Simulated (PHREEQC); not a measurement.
Solution (25 °C): 0.0013 mol/kgw HF, 0.027 mol/kgw NaF, 8.9e-05 mol/kgw H4SiO4 and 0.0018 mol/kgw H3PO4. Closed to the air; pH follows from the charge balance.

The numbers come from PHREEQC with the ion-association model, phreeqc.dat.

| quantity | before | after |
|---|---|---|
| pH | 4.11 | 4.19 |
| F- (mol/kgw) | 0.0246 | 0.00258 |
| HF2- (mol/kgw) | 0.000228 | 2.35e-6 |
| H3PO4 (mol/kgw) | 1.74e-5 | 1.61e-6 |
| SI of Quartz (SiO2) | -3.99 | -1.07 |

**Question.** What was changed between the two runs?
A) 0.00099 mol/kgw Na2CO3 added
B) H4SiO4 replaced by K2SiO3 at the same molality
C) diluted 10-fold with water
D) NaF left out
E) NaF from 0.027 to 0.0405 mol/kgw

**Answer.** C, diluted 10-fold with water

No solid was allowed to form. SiF6-2 is the database's only silicon fluoride.
